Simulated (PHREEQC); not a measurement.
Consider water at 25 °C with 0.0011 mol HF per kg of water. Closed to the air; pH follows from the charge balance.

Model: ion-association model, wateq4f.dat, run in PHREEQC.

Precipitation was switched off in this run.

Question: Order these F species by the share of F that they hold, largest first: HF, H2F2, F-, HF2-.

Answer: F- (54 %), HF (46 %), HF2- (0.21 %), H2F2 (0.12 %)

The pH is 3.24 and the ionic strength 0.000595 mol/kgw.
